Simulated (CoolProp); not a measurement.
Normal hydrogen at 429.42 K and 1.16 MPa is compressed adiabatically to 3.53 MPa with isentropic efficiency 0.6. Each further row changes one setting.

Model: reference Helmholtz-energy equation of state, Leachman 2009, in CoolProp.

| case | work (kJ/kg) | final temperature (K) | final density (kg/m³) |
|---|---|---|---|
| as stated | ? | ? | ? |
| efficiency 1 | ? | ? | 1.44 |
| efficiency 0.65 | 3600 | 675.4 | 1.25 |

Problem. Fill in the missing entries.

Solution. 
- as stated, work (kJ/kg): 3900
- as stated, final temperature (K): 695.9
- as stated, final density (kg/m³): 1.22
- efficiency 1, work (kJ/kg): 2340
- efficiency 1, final temperature (K): 589.1
